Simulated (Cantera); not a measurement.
## Equilibrium for metals in furnace atmospheres: Al + CO2 + N2

Feed: 1 mol Al, 0.29 mol CO2, 2.6 mol N2, equilibrated at 28.0 Pa.

Method: chemical equilibrium by Gibbs-energy minimisation in Cantera with the NASA 1993 tables (ideal gas, pure condensed phases). Candidate condensed phases: Al, AlN, Al2O3, C; 32 gas species. Mutual solubility and eutectic melting of coexisting phases are not modelled. Condensed phases not in the tables: aluminium oxynitride. Rates play no part.

| T (K) | x N2 | x Al | x CO | x Al2O | n AlN(s) | n Al2O3(s) | n C(graphite) |
|---|---|---|---|---|---|---|---|
| 725 | 1.00 | <1e-12 | 7.34e-9 | <1e-12 | 0.613 | 0.193 | 0.290 |
| 825 | 1.000 | <1e-12 | 8.23e-7 | <1e-12 | 0.613 | 0.193 | 0.290 |
| 925 | 1.000 | <1e-12 | 3.28e-5 | <1e-12 | 0.613 | 0.193 | 0.290 |
| 1025 | 0.999 | <1e-12 | 0.000632 | <1e-12 | 0.614 | 0.193 | 0.289 |
| 1125 | 0.993 | <1e-12 | 0.00711 | <1e-12 | 0.624 | 0.188 | 0.274 |
| 1225 | 0.947 | 1.38e-10 | 0.0527 | <1e-12 | 0.697 | 0.152 | 0.165 |
| 1325 | 0.883 | 1.63e-8 | 0.117 | 1.17e-10 | 0.807 | 0.0967 | 0 |
| 1425 | 0.883 | 9.53e-7 | 0.117 | 2.13e-8 | 0.807 | 0.0967 | 0 |
| 1525 | 0.883 | 3.24e-5 | 0.117 | 1.93e-6 | 0.807 | 0.0967 | 0 |
| 1625 | 0.883 | 0.000711 | 0.116 | 9.90e-5 | 0.805 | 0.0966 | 0 |
| 1725 | 0.872 | 0.0109 | 0.114 | 0.00321 | 0.768 | 0.0939 | 0 |
| 1825 | 0.720 | 0.127 | 0.0804 | 0.0727 | 0 | 0.00919 | 0 |
| 1925 | 0.719 | 0.133 | 0.0802 | 0.0677 | 0 | 0.0151 | 0 |
x: gas mole fraction; n: condensed amount in mol.

From 725 K to 1225 K the condensed part is AlN(s) + Al2O3(s) + C(graphite). From 1325 K to 1725 K the condensed part is AlN(s) + Al2O3(s). From 1825 K to 1925 K the condensed part is Al2O3(s).
